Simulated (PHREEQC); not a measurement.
Make-up at 25 °C: 0.022 mol Na2CO3 per kg of water. Closed to the air; pH follows from the charge balance.

The numbers come from PHREEQC with the ion-association model, phreeqc.dat.

Each row changes one thing in this solution. No solid was allowed to form.

```json
[
 {"case": "as made", "pH": "11.09", "ionic strength (mol/kgw)": "0.0542", "Na+ (mol/kgw)": "0.0388", "CO3-2 (mol/kgw)": "0.0153", "NaCO3- (mol/kgw)": "0.00514", "HCO3- (mol/kgw)": "0.00150"},
 {"case": "Na2CO3 from 0.022 to 0.0242 mol/kgw", "pH": "[?]", "ionic strength (mol/kgw)": "0.0591", "Na+ (mol/kgw)": "0.0424", "CO3-2 (mol/kgw)": "0.0167", "NaCO3- (mol/kgw)": "0.00596", "HCO3- (mol/kgw)": "0.00156"},
 {"case": "temperature from 25 to 30 °C", "pH": "[?]", "ionic strength (mol/kgw)": "0.0522", "Na+ (mol/kgw)": "0.0380", "CO3-2 (mol/kgw)": "0.0143", "NaCO3- (mol/kgw)": "0.00602", "HCO3- (mol/kgw)": "0.00167"},
 {"case": "0.016 mol/kgw Na2SO4 added", "pH": "[?]", "ionic strength (mol/kgw)": "0.0953", "Na+ (mol/kgw)": "0.0673", "CO3-2 (mol/kgw)": "0.0138", "NaCO3- (mol/kgw)": "0.00681", "HCO3- (mol/kgw)": "0.00137"},
 {"case": "temperature from 25 to 90 °C", "pH": "[?]", "ionic strength (mol/kgw)": "0.0332", "Na+ (mol/kgw)": "0.0295", "CO3-2 (mol/kgw)": "0.00372", "NaCO3- (mol/kgw)": "0.0145", "HCO3- (mol/kgw)": "0.00374"},
 {"case": "0.0011 mol/kgw CO2 added", "pH": "[?]", "ionic strength (mol/kgw)": "0.0540", "Na+ (mol/kgw)": "0.0389", "CO3-2 (mol/kgw)": "0.0151", "NaCO3- (mol/kgw)": "0.00506", "HCO3- (mol/kgw)": "0.00293"}
]
```

Complete the blanks.


- Na2CO3 from 0.022 to 0.0242 mol/kgw, pH: 11.10
- temperature from 25 to 30 °C, pH: 10.97
- 0.016 mol/kgw Na2SO4 added, pH: 11.03
- temperature from 25 to 90 °C, pH: 9.89
- 0.0011 mol/kgw CO2 added, pH: 10.79

Away from 25 °C the constants follow the database's enthalpies or fits; those with neither stay at their 25 °C values.
